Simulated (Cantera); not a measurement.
Charge: 1 mol Si3N4, 1.7 mol Cl2, 2 mol NF3.

These are equilibrium values from Cantera (NASA tables, ideal gas, pure condensed phases), not measurements of a reactor. Candidate condensed phases: Si, Si3N4; 24 gas species. The tables' values for SiCl3, SiF2, SiF3 are old estimates. Kinetics and transport are ignored.

Problem. What condenses at these points (T in °C, P in Pa): (1350, 1); (675, 320); (975, 15000); (975, 320); (675, 6.8)?

Solution. 
```json
[
 {"T (°C)": "1350", "P in Pa": "1", "condensed phases": "gas only", "Si condensed (%)": "0.0"},
 {"T (°C)": "675", "P in Pa": "320", "condensed phases": "Si3N4", "Si condensed (%)": "21.7"},
 {"T (°C)": "975", "P in Pa": "15000", "condensed phases": "Si3N4", "Si condensed (%)": "21.5"},
 {"T (°C)": "975", "P in Pa": "320", "condensed phases": "Si3N4", "Si condensed (%)": "20.1"},
 {"T (°C)": "675", "P in Pa": "6.8", "condensed phases": "Si3N4", "Si condensed (%)": "21.6"}
]
```
